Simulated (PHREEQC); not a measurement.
A PHREEQC speciation (ion-association model, wateq4f.dat) at 25 °C gives pH 5.72 and these molalities:

| species | mol/kgw |
|---|---|
| Zn+2 | 0.00839 |
| SO4-2 | 0.00810 |
| ZnSO4 | 0.00432 |
| Zn(SO4)2-2 | 0.000291 |
| ZnOH+ | 3.05e-6 |
| H+ | 2.18e-6 |

Question: What are the element totals, and what could have been dissolved in 1 kg of water to give them?

Answer: One answer among several that fit: totals S(6) 0.0130, Zn 0.0130 mol/kgw, from 13 mmol/kgw ZnSO4.

This is a speciation only: nothing precipitates in the calculation. Species that the database lacks are ignored.
